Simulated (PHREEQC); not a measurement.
Consider water at 25 °C with 6.9 mmol/kgw HF and 9.4 mmol/kgw ZnSO4. Closed to the air; pH follows from the charge balance.

Model: ion-association model, phreeqc.dat, run in PHREEQC.

Each row changes one thing in this solution. No solid was allowed to form.

```json
[
 {"case": "as made", "pH": "2.80", "ionic strength (mol/kgw)": "0.0275"},
 {"case": "HF left out", "pH": "5.76", "ionic strength (mol/kgw)": "0.0256"},
 {"case": "HF replaced by Cu(BF4)2 at the same molality", "pH": "2.93", "ionic strength (mol/kgw)": "0.0447"},
 {"case": "diluted 2-fold with water", "pH": "2.96", "ionic strength (mol/kgw)": "0.0153"},
 {"case": "ZnSO4 left out", "pH": "2.74", "ionic strength (mol/kgw)": "0.00192"},
 {"case": "ZnSO4 replaced by CdSO4 at the same molality", "pH": "2.80", "ionic strength (mol/kgw)": "0.0263"},
 {"case": "HF from 0.0069 to 0.0345 mol/kgw", "pH": "2.38", "ionic strength (mol/kgw)": "0.0306"},
 {"case": "temperature from 25 to 30 °C", "pH": "2.82", "ionic strength (mol/kgw)": "0.0273"}
]
```

Complexes and solids missing from the database can't appear. Real BF4- forms and hydrolyses slowly; the run takes it at equilibrium.
